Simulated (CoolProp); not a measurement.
Vapour-liquid equilibrium of octamethyltrisiloxane (MDM) (1) + octamethylcyclotetrasiloxane (D4) (2) at 0.478 bar; x and y are mole fractions of (1).

Model: multi-fluid Helmholtz-energy mixture model, Thol 2017 and Thol 2015; pair parameters Bell 2016, in CoolProp.

| x | bubble temperature, mixture model (°C) | bubble temperature, Raoult's law (°C) | y, mixture model | y, Raoult's law |
|---|---|---|---|---|
| 0.05 | 146.8 | 147.0 | 0.094 | 0.091 |
| 0.15 | … | 144.1 | 0.255 | 0.254 |
| 0.25 | 141.1 | 141.5 | … | 0.394 |
| 0.35 | … | 139.0 | 0.505 | 0.514 |
| 0.45 | 136.5 | 136.7 | 0.607 | 0.618 |
| 0.55 | 134.4 | 134.5 | … | 0.709 |
| 0.65 | 132.4 | 132.4 | 0.779 | 0.788 |
| 0.75 | 130.5 | 130.5 | 0.851 | 0.858 |
| 0.85 | 128.6 | 128.6 | 0.916 | 0.920 |
| 0.95 | 126.9 | 126.9 | 0.974 | 0.975 |

Q: Fill in the missing entries.

A: 
- 0.15, bubble temperature, mixture model (°C): 143.8
- 0.25, y, mixture model: 0.389
- 0.35, bubble temperature, mixture model (°C): 138.7
- 0.55, y, mixture model: 0.697

The largest gap from Raoult's law is -0.4 K in bubble temperature, at x = 0.25. No azeotrope shows between x = 0.05 and 0.95.

Pair parameters are fitted to limited data, so mixtures are less certain than the pure fluids.
